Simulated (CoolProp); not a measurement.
A closed Brayton cycle with carbon dioxide: compressor inlet 321.15 K and 8.7 MPa, high pressure 16.1 MPa, turbine inlet 675 K, compressor efficiency 0.85, turbine efficiency 0.85, recuperator effectiveness 0.95 (on enthalpy, no pinch check). Each further row changes one setting.

Values from CoolProp's reference Helmholtz-energy equation of state, Span 1996.

```csv
case,thermal efficiency (%),net work (kJ/kg),compressor to turbine work,compressor exit (K),turbine exit (K)
as stated,25.6,36.8,0.41,367.5,611.8
turbine inlet 625 K,23.1,31.1,0.45,367.5,564.1
compressor inlet 331.15 K,24.5,31.8,0.49,383.1,611.8
high pressure 13.7 MPa,24.1,28.6,0.39,355.2,628.2
recuperator effectiveness 0.5,13.4,36.8,0.41,367.5,611.8
```
